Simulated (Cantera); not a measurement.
An isothermal, constant-pressure homogeneous reactor starts with C2H6 : N2 = 1 : 23 (molar parts), at 1873 K and 0.203 Torr.

Computed with Cantera and GRI-Mech 3.0 (53 species, 325 reactions). GRI-Mech 3.0 stops at C3 and has no aromatics, soot or wall deposition, so with more carbon than oxygen in the feed, carbon stays in small species such as C2H2 where larger ones or solid carbon would form. Radical loss at walls, strong at low pressure, is not modelled.

x: mole fraction; the columns are a selection and need not sum to one.

```tsv
t (s)	x C2H6	x C2H	x C2H4	x CH3	x CH4	x C2H2
0.000400	0.0391	<1e-12	1.94e-6	0.00479	___	5.29e-10
0.00149	0.0329	3.30e-12	0.000121	0.0157	___	1.46e-7
0.00552	0.0140	2.98e-7	0.00540	0.0349	___	0.000238
0.0205	0.000123	1.90e-5	0.0123	0.0176	0.00632	0.0138
0.0761	1.18e-6	1.18e-5	0.00267	0.00351	0.00607	0.0312
0.283	2.35e-7	6.44e-6	0.000286	0.00127	___	0.0355
1.05	5.69e-8	4.27e-6	5.55e-5	0.000565	___	0.0367
3.90	1.40e-8	3.83e-6	1.32e-5	0.000273	___	0.0375
14.5	1.76e-9	5.03e-6	1.68e-6	0.000101	___	0.0381
53.8	2.88e-11	8.73e-6	8.36e-8	1.51e-5	___	0.0383
200	<1e-12	1.97e-5	2.81e-8	1.09e-7	___	0.0383
```

Q: Some entries are withheld; supply them.

A: 
- 0.000400, x CH4: 1.29e-5
- 0.00149, x CH4: 0.000165
- 0.00552, x CH4: 0.00161
- 0.283, x CH4: 0.00440
- 1.05, x CH4: 0.00295
- 3.90, x CH4: 0.00160
- 14.5, x CH4: 0.000454
- 53.8, x CH4: 3.89e-5
- 200, x CH4: 1.25e-7
